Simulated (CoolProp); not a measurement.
Saturation properties of R236FA.

Values from CoolProp's reference Helmholtz-energy equation of state, Pan 2012.

| T (K) | p (bar) | vapour density (kg/m³) | liquid conductivity (mW/(m K)) |
|---|---|---|---|
| 315.4 | 4.668 | 31.30 | 68.2 |
| 320.3 | 5.378 | 36.10 | 66.8 |
| 325.3 | 6.184 | 41.62 | 65.4 |
| 330.2 | 7.060 | 47.73 | 64.0 |
| 335.2 | 8.047 | 54.76 | 62.6 |
| 340.1 | 9.111 | 62.54 | 61.2 |
| 345 | 10.28 | 71.35 | 59.9 |
| 350 | 11.58 | 81.55 | 58.4 |
| 354.9 | 12.98 | 92.95 | 57.1 |
| 359.8 | 14.51 | 106.0 | 55.7 |
| 364.8 | 16.20 | 121.5 | 54.2 |
| 369.7 | 18.00 | 139.2 | 52.8 |
| 374.7 | 19.99 | 160.7 | 51.4 |
| 379.6 | 22.12 | 186.5 | 50.0 |

It boils at 271.7 K under 1 atm.

Thermal conductivity comes from a separate model (Huber 2003), an estimate that may be off by 10 % or more.
